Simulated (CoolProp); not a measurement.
A single-stage vapour-compression cycle with the fluid: evaporating at 249.15 K (dew point), condensing at 271.15 K (bubble point), superheat 2 K, subcooling 8 K, compressor efficiency 0.85, no pressure losses. The same conditions are run with several fluids, on thermodynamics alone (safety and materials aside).

Values from CoolProp's reference Helmholtz-energy equation of state of each fluid (R142b: Lemmon 2006; R404A: Lemmon 2003; carbon dioxide: Span 1996; R1132(E): Akasaka 2024; R13: Platzer 1990; R125: Lemmon 2005). The equations of Platzer and Polt are older, rougher fits. Blends and air are pseudo-pure fits.

```
fluid           cooling COP  pressure ratio  discharge temperature (K)  refrigerating effect (kJ/kg)  volumetric capacity (kJ/m³)
--------------  -----------  --------------  -------------------------  ----------------------------  ---------------------------
R142b                  9.38      (withheld)                      282.9                    (withheld)                          567
R404A                  8.92            2.22                      280.2                           168                         2210
carbon dioxide         8.34            1.90                      298.7                           263                        11800
R1132(E)               9.13      (withheld)                      288.3                           258                         3060
R13              (withheld)            1.85                      281.7                          99.9                   (withheld)
R125             (withheld)            2.17                      276.9                           135                         2450
```

Problem. Fill in the missing entries.

Solution. 
- R142b, pressure ratio: 2.52
- R142b, refrigerating effect (kJ/kg): 216
- R1132(E), pressure ratio: 2.15
- R13, cooling COP: 8.50
- R13, volumetric capacity (kJ/m³): 6290
- R125, cooling COP: 9.15
